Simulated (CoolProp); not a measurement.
The fluid at 293.15 K and 0.437 MPa (gas) is heated at constant pressure to 318.4 K. The same conditions are run with several fluids, on thermodynamics alone (safety and materials aside).

Values from CoolProp's reference Helmholtz-energy equation of state of each fluid (ethylene: Smukala 2000; hydrogen chloride: Thol 2018; R1132(E): Akasaka 2024; CF4 (R14): Platzer 1990; CH3F (R41): Lemmon 2006). The equations of Platzer and Polt are older, rougher fits.

```
fluid              heat (kJ/kg)  final density (kg/m³)
-----------------  ------------  ---------------------
ethylene                    ___                    ___
hydrogen chloride           ___                   6.15
R1132(E)                    ___                    ___
CF4 (R14)                   ___                   14.7
CH3F (R41)                 29.9                   5.79
```

What belongs in the gaps?


- ethylene, heat (kJ/kg): 40.3
- ethylene, final density (kg/m³): 4.73
- hydrogen chloride, heat (kJ/kg): 21.3
- R1132(E), heat (kJ/kg): 25.4
- R1132(E), final density (kg/m³): 11.0
- CF4 (R14), heat (kJ/kg): 18.0
